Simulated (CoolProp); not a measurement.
Vapour-liquid equilibrium of ethylbenzene (1) + o-xylene (2) at 230.05 °C; x and y are mole fractions of (1).

Model: multi-fluid Helmholtz-energy mixture model, Zhou 2012 and Zhou 2012; pair parameters Bell 2016, in CoolProp.

```tsv
x	bubble pressure (bar)	y at the bubble point	dew pressure at overall composition x (bar)	liquid density (mol/L)
0.05	6.383	0.056	6.376	6.359
0.15	6.493	0.168	6.475	6.336
0.25	6.608	0.277	6.579	6.313
0.35	6.726	0.382	6.689	6.291
0.45	6.843	0.484	6.803	6.269
0.55	6.959	0.583	6.920	6.248
0.65	7.071	0.679	7.038	6.229
0.75	7.178	0.772	7.153	6.210
0.85	7.279	0.864	7.264	6.193
0.95	7.372	0.955	7.367	6.178
```

No azeotrope shows between x = 0.05 and 0.95.

The pair parameters rest on a limited set of measurements; away from them the model extrapolates.
